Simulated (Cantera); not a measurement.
Adiabatic ignition

An adiabatic, constant-pressure homogeneous reactor starts with 16.6 % CH₄, 17.5 % O₂, 65.9 % N₂, equivalence ratio 1.9, at 1300 K and 5.00 bar.

Detailed kinetics in Cantera: GRI-Mech 3.0 (53 species, 325 reactions).

| t (s) | T (K) | x CH₄ | x O₂ | x C₂H₆ | x HCN | x H |
|---|---|---|---|---|---|---|
| 3.00e-6 | 1300 | 0.166 | 0.175 | 4.80e-12 | <1e-12 | 1.51e-10 |
| 8.46e-6 | 1300 | 0.166 | 0.175 | 1.18e-10 | <1e-12 | 2.14e-10 |
| 2.38e-5 | 1300 | 0.166 | 0.175 | 3.54e-9 | <1e-12 | 4.72e-10 |
| 6.72e-5 | 1300 | 0.166 | 0.175 | 1.61e-7 | <1e-12 | 1.88e-9 |
| 0.000189 | 1300 | 0.166 | 0.175 | 6.17e-6 | <1e-12 | 5.93e-9 |
| 0.000534 | 1301 | 0.166 | 0.175 | 5.05e-5 | <1e-12 | 1.03e-8 |
| 0.00151 | 1305 | 0.165 | 0.174 | 0.000272 | <1e-12 | 3.19e-8 |
| 0.00424 | 2430 | 0.000643 | 2.76e-6 | 5.85e-8 | 0.000106 | 0.00282 |
| 0.0120 | 2423 | 3.19e-10 | 2.90e-6 | <1e-12 | 5.11e-7 | 0.00306 |
| 0.0337 | 2423 | 3.17e-10 | 2.90e-6 | <1e-12 | 4.03e-7 | 0.00307 |
| 0.0950 | 2423 | 3.17e-10 | 2.90e-6 | <1e-12 | 4.02e-7 | 0.00307 |
| 0.268 | 2423 | 3.17e-10 | 2.90e-6 | <1e-12 | 4.02e-7 | 0.00307 |
| 0.755 | 2423 | 3.17e-10 | 2.90e-6 | <1e-12 | 4.02e-7 | 0.00307 |
| 2.13 | 2423 | 3.17e-10 | 2.90e-6 | <1e-12 | 4.02e-7 | 0.00307 |
| 6.00 | 2423 | 3.17e-10 | 2.90e-6 | <1e-12 | 4.02e-7 | 0.00307 |
x: mole fraction; the columns are a selection and need not sum to one.

```
Property                                                               Value
---------------------------------  -----------------------------------------
time of steepest temperature rise                                    4.15 ms
temperature at 6.00 s                                                 2423 K
equilibrium temperature                                               2423 K
x(CH₄) at 6.00 s                   3.17e-10 (gas-phase equilibrium 3.58e-10)
x(O₂) at 6.00 s                      2.90e-6 (gas-phase equilibrium 2.90e-6)
x(C₂H₆) at 6.00 s                      <1e-12 (gas-phase equilibrium <1e-12)
```
